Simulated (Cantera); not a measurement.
An isothermal, constant-pressure homogeneous reactor starts with CH₄ : CO₂ = 0.56 : 4.5 (molar parts), at 1900 K and 0.270 bar.

Model: GRI-Mech 3.0 (53 species, 325 reactions), integrated in Cantera.

One state of this run: x CH₄ = 0.107; x CO₂ = 0.887; x H₂ = 0.00196; x H₂O = 0.000371; x CH₂CO = 5.49e-9. x: mole fraction; the columns are a selection and need not sum to one.

Problem. Which value of t (s) does it belong to?
A) 2.00e-6
B) 0.000682
C) 0.000159
D) 0.233

Solution. C, 0.000159
